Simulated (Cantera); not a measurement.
Feed: 1 mol CuO, 1.3 mol HF, 1.3 mol O2, held at 0.420 bar.

Method: chemical equilibrium by Gibbs-energy minimisation in Cantera with the NASA 1993 tables (ideal gas, pure condensed phases). Candidate condensed phases: Cu, CuF2, CuO, Cu(OH)2, Cu2O, H2O; 27 gas species. Mutual solubility and eutectic melting of coexisting phases are not modelled. Equilibrium is a limit: real reactors are often held back by kinetics, nucleation or transport.

x: gas mole fraction; n: condensed amount in mol.

```csv
T (K),x O2,x HF,x H2O,x CuF2,x CuF,x H2F2,n CuF2(s),n CuO(s)
973,0.500,0.499,0.000847,1.23e-5,2.90e-7,4.53e-6,0.00217,0.998
998,0.500,0.499,0.000675,2.69e-5,7.82e-7,4.15e-6,0.00168,0.998
1023,0.500,0.499,0.000545,5.65e-5,2.00e-6,3.81e-6,0.00127,0.999
1048,0.500,0.499,___,___,___,3.51e-6,___,0.999
1073,0.500,0.499,0.000366,0.000224,1.14e-5,3.26e-6,0.000355,0.999
1098,0.500,0.499,0.000365,___,___,3.02e-6,0,0.999
1123,0.500,0.499,0.000457,0.000436,4.17e-5,2.82e-6,0,0.999
```

Task: Fill in the missing entries.

Result: 
- 1098, x CuF2: 0.000354
- 1098, x CuF: 2.35e-5
- 1048, x H2O: 0.000444
- 1048, x CuF2: 0.000115
- 1048, x CuF: 4.89e-6
- 1048, n CuF2(s): 0.000851
